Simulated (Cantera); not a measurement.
# Transport properties of process gases

Gas mixture: NO : O2 = 0.11 : 0.87 (molar parts), at 20.0 Torr, frozen composition.

Cantera's kinetic-theory transport with the Lennard-Jones parameters of GRI-Mech 3.0, ideal gas; thermal conductivity in the multicomponent form. The composition is frozen, though it would react at the higher temperatures.

```csv
T (K),ρ (kg/m³),cp (J/kg/K),μ (µPa s),λ (mW/m/K),Pr,D (cm²/s) NO,D (cm²/s) C2H2,D (cm²/s) NH3
400,0.0255,947.4,25.3,33.7,0.712,12.9,10.6,14.6
550,0.0185,991.5,31.7,44.3,0.711,22.3,18.6,26.3
700,0.0146,1035,37.4,54.5,0.710,33.5,28.2,40.5
850,0.0120,1069,42.5,64.1,0.709,46.4,39.3,57.0
1000,0.0102,1095,47.3,73.1,0.709,60.8,51.7,75.6
1150,0.00886,1113,51.9,81.5,0.709,76.8,65.4,96.1
1300,0.00784,1129,56.2,89.6,0.708,94.1,80.3,118
1450,0.00703,1144,60.3,97.4,0.708,113,96.4,143
1600,0.00637,1156,64.3,105,0.708,133,114,168
```
D: mixture-averaged diffusion coefficient of that species in the mixture.
